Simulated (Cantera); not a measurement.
Charge: 1 mol Si3N4, 0.068 mol O2, 4.1 mol H2, equilibrated at 1.00 bar.

Method: chemical equilibrium by Gibbs-energy minimisation in Cantera with the NASA 1993 tables (ideal gas, pure condensed phases). Candidate condensed phases: H2O, Si, SiO2, Si2N2O, Si3N4; 35 gas species. Mutual solubility and eutectic melting of coexisting phases are not modelled. Gases not in the tables: Si2H6 and higher silanes. Equilibrium is a limit: real reactors are often held back by kinetics, nucleation or transport.

### Question
At 1750 °C, list the 4 most abundant gas species with their mole fractions, and the condensed phases.

### Answer
H2 0.769, N2 0.222, SiO 0.00740, H 0.00167. Condensed: Si(l) + Si2N2O(s) + Si3N4(s).
